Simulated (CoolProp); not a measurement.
Vapour-liquid equilibrium of R125 (1) + R115 (2) at -54.65 °C; x and y are mole fractions of (1).

Values from CoolProp's multi-fluid Helmholtz-energy mixture model, Lemmon 2005 and Lemmon 2016; pair parameters Bell 2016.

Q: Give the bubble pressure and the first vapour's composition at x = 0.5, 0.65, 0.8. Is there an azeotrope?

A: x = 0.5: 73.72 kPa, y = 0.601; x = 0.65: 75.80 kPa, y = 0.689; x = 0.8: 76.22 kPa, y = 0.789. y crosses x between x = 0.725 and 0.8: the model has an azeotrope there.

The pair parameters rest on a limited set of measurements; away from them the model extrapolates.
